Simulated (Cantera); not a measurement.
A Cantera script and its output.

```python
import numpy as np
import cantera as ct

gas = ct.Solution("gri30.yaml")
gas.TPX = 1673, 101325, {'CH3OH': 1, 'O2': 1.25, 'N2': 4.5}
reactor = ct.IdealGasConstPressureReactor(gas, energy="on", clone=False)
net = ct.ReactorNet([reactor])
net.rtol, net.atol = 1e-08, 1e-16
show = ['CH3OH', 'O2', 'H2', 'CH4', 'CH2', 'CH2O']
times = np.geomspace(4e-06, 3, 11)

steps = ct.SolutionArray(gas, extra=["t"])
rows = []
print(f"{'t/s':>10s}{'T/K':>9s}{'P/Pa':>11s}" + "".join(f"{s:>11s}" for s in show))
for t in times:
    while net.time < t:
        t_next = net.step()
        steps.append(gas.state, t=t_next)
    rows.append([np.interp(t, steps.t, y) for y in (steps.T, steps.P, *steps(*show).X.T)])
    print(f"{t:10.3e}{rows[-1][0]:9.1f}{rows[-1][1]:11.4g}" + "".join(f"{x:11.3e}" for x in rows[-1][2:]))
rate = np.gradient(steps.T, steps.t)
print("integrator steps:", len(steps.t))
if steps.T.max() > steps.T[0] + 200:
    print(f"time of steepest temperature rise: {steps.t[rate.argmax()]:.4e} s")
gas.TPX = 1673, 101325, {'CH3OH': 1, 'O2': 1.25, 'N2': 4.5}
gas.equilibrate("HP")
print(f"equilibrium (HP): T = {gas.T:.1f} K  " + "  ".join(f"{s} {gas[s].X[0]:.3e}" for s in show))
```

Result:

```
       t/s      T/K       P/Pa      CH3OH         O2         H2        CH4        CH2       CH2O
 4.000e-06   1672.8  1.013e+05  1.474e-01  1.847e-01  2.237e-04  2.702e-05  9.578e-07  4.825e-04
 1.547e-05   1676.5  1.013e+05  1.429e-01  1.820e-01  1.755e-03  1.731e-04  9.905e-07  4.069e-03
 5.985e-05   2323.6  1.013e+05  8.757e-16  2.886e-02  4.320e-02  5.442e-15  1.399e-14  7.977e-10
 2.315e-04   2754.7  1.013e+05  7.837e-16  1.691e-02  3.743e-02  1.044e-14  7.863e-14  9.545e-10
 8.955e-04   2802.8  1.013e+05  9.281e-16  1.457e-02  3.629e-02  1.661e-14  1.109e-13  1.056e-09
 3.464e-03   2796.6  1.013e+05  9.689e-16  1.349e-02  3.681e-02  1.778e-14  1.112e-13  1.078e-09
 1.340e-02   2796.2  1.013e+05  9.719e-16  1.341e-02  3.685e-02  1.786e-14  1.112e-13  1.079e-09
 5.183e-02   2796.2  1.013e+05  9.719e-16  1.341e-02  3.685e-02  1.786e-14  1.112e-13  1.079e-09
 2.005e-01   2796.2  1.013e+05  9.719e-16  1.341e-02  3.685e-02  1.786e-14  1.112e-13  1.079e-09
 7.756e-01   2796.2  1.013e+05  9.719e-16  1.341e-02  3.685e-02  1.786e-14  1.112e-13  1.079e-09
 3.000e+00   2796.2  1.013e+05  9.719e-16  1.341e-02  3.685e-02  1.786e-14  1.112e-13  1.079e-09
integrator steps: 1571
time of steepest temperature rise: 5.2206e-05 s
equilibrium (HP): T = 2796.2 K  CH3OH 1.016e-15  O2 1.341e-02  H2 3.685e-02  CH4 2.283e-14  CH2 1.179e-13  CH2O 1.079e-09
```

Model: GRI-Mech 3.0 (53 species, 325 reactions), integrated in Cantera. GRI-Mech 3.0 was tuned for natural gas; its chemistry of methanol as a main component is partial and can be far from experiment.
